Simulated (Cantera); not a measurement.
Thermodynamics of silicon nitride deposition, feed SiF4 + N2 + NH3

Input: 1 mol SiF4, 84 mol N2, 0.24 mol NH3, held at 0.158 Torr.

These are equilibrium values from Cantera (NASA tables, ideal gas, pure condensed phases), not measurements of a reactor. Candidate condensed phases: Si, Si3N4; 37 gas species. The tables' values for SiF3, SiF2 are old estimates; treat these amounts as uncertain. Rates play no part.

```csv
T (K),x N2,x SiF4,x H2,x HF
1225,0.984,0.0113,0.00399,0.000435
1250,0.984,0.0112,0.00393,0.000555
1275,0.984,0.0110,0.00386,0.000701
1300,0.984,0.0109,0.00377,0.000875
1325,0.984,0.0107,0.00366,0.00108
1350,0.983,0.0105,0.00354,0.00132
1375,0.983,0.0102,0.00340,0.00160
1400,0.983,0.00994,0.00324,0.00192
1425,0.983,0.00964,0.00305,0.00227
1450,0.983,0.00931,0.00285,0.00267
```
x: gas mole fraction; nothing condenses.

From 1225 K to 1450 K nothing is condensed. The main Si-bearing gas is SiF4 throughout.
